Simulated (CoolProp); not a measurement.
Values from CoolProp's reference Helmholtz-energy equation of state, de Reuck 1993.

Question: Give the vapour pressure (MPa), liquid density (kg/m³), vapour Z of saturated methanol at 74.85 °C.

Answer: 
```tsv
T (°C)	p (MPa)	liquid density (kg/m³)	vapour Z
74.85	0.150	738	0.937
```
